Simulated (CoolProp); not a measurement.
Vapour-liquid equilibrium of diethyl ether (1) + methanol (2) at 387.5 K; x and y are mole fractions of (1).

Computed with CoolProp (multi-fluid Helmholtz-energy mixture model, Thol 2014 and de Reuck 1993; pair parameters Bell 2016).

```tsv
x	bubble pressure, mixture model (MPa)	bubble pressure, Raoult's law (MPa)	y, mixture model	y, Raoult's law
0.05	0.6117	0.5631	0.138	0.080
0.2	0.7577	0.6157	0.375	0.291
0.35	0.8464	0.6684	0.504	0.469
0.5	0.9006	0.7210	0.598	0.622
0.65	0.9317	0.7737	0.688	0.753
0.8	0.9397	0.8263	0.793	0.868
0.95	0.9150	0.8790	0.937	0.969
```

The largest gap from Raoult's law is +26.6 % in bubble pressure, at x = 0.35. y crosses x between x = 0.65 and 0.8: the model has an azeotrope there.

The pair parameters rest on a limited set of measurements; away from them the model extrapolates.
